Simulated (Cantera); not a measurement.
An isothermal, constant-pressure homogeneous reactor starts with 0.268 % CO, 7.22 % O2, 0.0157 % H2O, 92.5 % N2, equivalence ratio 0.019, at 1425 K and 27000 Pa.

Cantera simulation using GRI-Mech 3.0 (53 species, 325 reactions); the numbers are that mechanism's predictions, not measurements.

x: mole fraction; the columns are a selection and need not sum to one.

| t (s) | x CO | x O2 | x H2O | x CO2 | x OH | x H2O2 |
|---|---|---|---|---|---|---|
| 5.00e-5 | 0.00268 | 0.0722 | 0.000157 | 2.57e-9 | 1.06e-11 | <1e-12 |
| 0.000213 | 0.00268 | 0.0722 | 0.000157 | 1.10e-8 | 8.88e-11 | <1e-12 |
| 0.000910 | 0.00268 | 0.0722 | 0.000157 | 4.77e-8 | ___ | <1e-12 |
| 0.00388 | 0.00268 | 0.0722 | 0.000157 | 2.57e-7 | ___ | <1e-12 |
| 0.0166 | 0.00267 | 0.0721 | 0.000156 | 1.26e-5 | ___ | 4.76e-12 |
| 0.0707 | 0.000542 | 0.0707 | 0.000125 | 0.00214 | ___ | 1.55e-9 |
| 0.302 | 9.41e-6 | 0.0709 | 0.000150 | 0.00268 | ___ | 1.78e-10 |
| 1.29 | 3.28e-7 | 0.0709 | 0.000156 | 0.00269 | ___ | 1.47e-11 |
| 5.49 | 3.79e-8 | 0.0709 | 0.000157 | 0.00269 | ___ | 3.36e-12 |
| 23.4 | 2.92e-8 | 0.0709 | 0.000157 | 0.00269 | 1.65e-6 | 2.85e-12 |
| 100 | 2.92e-8 | 0.0709 | 0.000157 | 0.00269 | 1.65e-6 | 2.85e-12 |

**Question.** Fill in the missing entries.

**Answer.** 
- 0.000910, x OH: 1.17e-9
- 0.00388, x OH: 2.06e-8
- 0.0166, x OH: 1.68e-6
- 0.0707, x OH: 4.93e-5
- 0.302, x OH: 1.35e-5
- 1.29, x OH: 3.77e-6
- 5.49, x OH: 1.79e-6
